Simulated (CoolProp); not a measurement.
Properties of R245ca along the isotherm 176.85 °C (Tc = 174.4 °C, pc = 3.941 MPa, ω = 0.355).

Computed with CoolProp (reference Helmholtz-energy equation of state, Zhou 2016).

```
p (MPa)          phase       Z  cv (kJ/(kg K))  speed of sound (m/s)  isothermal compressibility (1/MPa)  fugacity coefficient
-------  -------------  ------  --------------  --------------------  ----------------------------------  --------------------
0.909              gas     [?]           1.120                 159.1                               1.206                0.9217
1.82               gas  0.8218           1.144                 144.6                              0.6869                0.8455
2.73               gas  0.7057           1.179                 126.4                              0.5745                0.7703
3.64               gas  0.5330           1.241                 101.0                                 [?]                0.6929
4.55     supercritical  0.2150           1.241                 126.3                              0.2022                0.5987
5.45     supercritical  0.2326           1.217                 174.0                             0.07051                   [?]
6.36     supercritical  0.2583           1.208                 206.3                             0.04316                0.4630
7.27     supercritical  0.2855           1.203                 231.8                             0.03131                0.4200
8.18     supercritical  0.3133           1.199                   [?]                             0.02467                0.3867
9.09     supercritical  0.3411             [?]                 272.3                             0.02041                0.3602
10       supercritical  0.3689           1.195                 289.3                             0.01744                0.3387
```

Problem. Some entries are withheld; supply them.

Solution. 
- 0.909, Z: 0.9165
- 3.64, isothermal compressibility (1/MPa): 0.7723
- 5.45, fugacity coefficient: 0.5203
- 8.18, speed of sound (m/s): 253.4
- 9.09, cv (kJ/(kg K)): 1.197
